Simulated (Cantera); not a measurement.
Moist CO burnout

A perfectly stirred reactor is fed with CO : O₂ : H₂O : N₂ = 0.0057 : 0.037 : 0.00019 : 1 (molar parts), equivalence ratio 0.077, at 0.820 bar; it is held at 998 K, and followed from long to short residence time.

Detailed kinetics in Cantera: GRI-Mech 3.0 (53 species, 325 reactions).

```json
[
 {"τ (s)": "2.2", "x CO": "0.00480", "x O₂": "0.0352", "x H₂O": "0.000181", "x H₂O₂": "4.69e-8", "x CO₂": "0.000671"},
 {"τ (s)": "0.62", "x CO": "0.00530", "x O₂": "0.0354", "x H₂O": "0.000182", "x H₂O₂": "3.73e-8", "x CO₂": "0.000161"},
 {"τ (s)": "0.18", "x CO": "0.00545", "x O₂": "0.0355", "x H₂O": "0.000182", "x H₂O₂": "1.13e-8", "x CO₂": "1.92e-5"},
 {"τ (s)": "0.050", "x CO": "0.00547", "x O₂": "0.0355", "x H₂O": "0.000182", "x H₂O₂": "<1e-12", "x CO₂": "3.54e-8"},
 {"τ (s)": "0.014", "x CO": "0.00547", "x O₂": "0.0355", "x H₂O": "0.000182", "x H₂O₂": "<1e-12", "x CO₂": "4.30e-9"},
 {"τ (s)": "0.0040", "x CO": "0.00547", "x O₂": "0.0355", "x H₂O": "0.000182", "x H₂O₂": "<1e-12", "x CO₂": "8.47e-10"},
 {"τ (s)": "0.0011", "x CO": "0.00547", "x O₂": "0.0355", "x H₂O": "0.000182", "x H₂O₂": "<1e-12", "x CO₂": "1.95e-10"},
 {"τ (s)": "0.00032", "x CO": "0.00547", "x O₂": "0.0355", "x H₂O": "0.000182", "x H₂O₂": "<1e-12", "x CO₂": "5.35e-11"}
]
```
x: mole fraction; the columns are a selection and need not sum to one.
